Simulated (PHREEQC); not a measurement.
# Hard or scaling water: an equilibrium model

Consider water at 25 °C with 0.2 mol/kgw CaCl2, 0.038 mol/kgw Na2HPO4 and 0.00065 mol/kgw KCl. Closed to the air; pH follows from the charge balance.

Equilibrium calculation in PHREEQC: ion-association model, phreeqc.dat.

Each row changes one thing in this solution. This is a speciation only: nothing precipitates in the calculation.

```tsv
case	pH	ionic strength (mol/kgw)	Ca+2 (mol/kgw)	CaOH+ (mol/kgw)	SI of Halite (NaCl)	SI of Sylvite (KCl)
as made	7.39	0.593	0.170	2.35e-7	-3.43	-4.88
KCl from 0.00065 to 0.0065 mol/kgw	7.39	0.599	0.170	2.35e-7	-3.42	-3.87
CaCl2 replaced by Ca(NO3)2 at the same molality	7.39	0.593	0.170	2.35e-7	(withheld)	-7.67
KCl from 0.00065 to 0.000325 mol/kgw	7.39	0.593	0.170	2.35e-7	-3.43	-5.18
temperature from 25 to 30 °C	7.36	0.592	0.169	2.15e-7	-3.43	-4.91
Na2HPO4 from 0.038 to 0.0418 mol/kgw	7.39	0.593	0.167	2.32e-7	-3.39	-4.88
CaCl2 from 0.2 to 0.1 mol/kgw	7.48	0.304	0.0727	1.42e-7	-3.69	(withheld)
Na2HPO4 replaced by NaHS at the same molality	9.31	0.639	0.200	2.28e-5	(withheld)	-4.89
```

Question: Some entries are withheld; supply them.

Answer: 
- CaCl2 replaced by Ca(NO3)2 at the same molality, SI of Halite (NaCl): -6.22
- CaCl2 from 0.2 to 0.1 mol/kgw, SI of Sylvite (KCl): -5.12
- Na2HPO4 replaced by NaHS at the same molality, SI of Halite (NaCl): -3.73

Complexes and solids missing from the database can't appear. Some of these states are supersaturated (in Hydroxyapatite, for instance).
